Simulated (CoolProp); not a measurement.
Vapour-liquid equilibrium of methanol (1) + benzene (2) at 1.49 MPa; x and y are mole fractions of (1).

The numbers come from the multi-fluid Helmholtz-energy mixture model, de Reuck 1993 and Thol 2012; pair parameters Bell 2016 in CoolProp.

Question: Give the bubble temperature and the first vapour's composition at x = 0.5, 0.575, 0.8. Is there an azeotrope?

Answer: x = 0.5: 429.1 K, y = 0.645; x = 0.575: 427.9 K, y = 0.680; x = 0.8: 425.7 K, y = 0.813. y crosses x between x = 0.8 and 0.875: the model has an azeotrope there.

Pair parameters are fitted to limited data, so mixtures are less certain than the pure fluids.
